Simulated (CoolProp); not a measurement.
Aqueous methanol as a coolant, 58 % by mass, freezing at -69.1 °C, 1 atm.

The numbers come from the Melinder's fits for secondary coolants in CoolProp.

| T (°C) | cp (kJ/(kg K)) | Prandtl number | conductivity (W/(m K)) | viscosity (mPa s) |
|---|---|---|---|---|
| -22.6 | 2.991 | 68.0 | 0.310 | 7.04 |
| -17.3 | 3.058 | 55.2 | 0.311 | 5.61 |
| -12 | 3.122 | 45.5 | 0.312 | 4.54 |
| -6.7 | 3.182 | 38.0 | 0.312 | 3.73 |
| -1.4 | 3.238 | 32.1 | 0.313 | 3.10 |
| 3.8 | 3.289 | 27.4 | 0.314 | 2.62 |
| 9.1 | 3.336 | 23.6 | 0.315 | 2.23 |
| 14.4 | 3.379 | 20.5 | 0.316 | 1.91 |
| 19.7 | 3.415 | 17.8 | 0.316 | 1.65 |
| 25 | 3.446 | 15.6 | 0.317 | 1.44 |
| 30.3 | 3.471 | 13.7 | 0.318 | 1.26 |
| 35.6 | 3.489 | 12.1 | 0.319 | 1.10 |
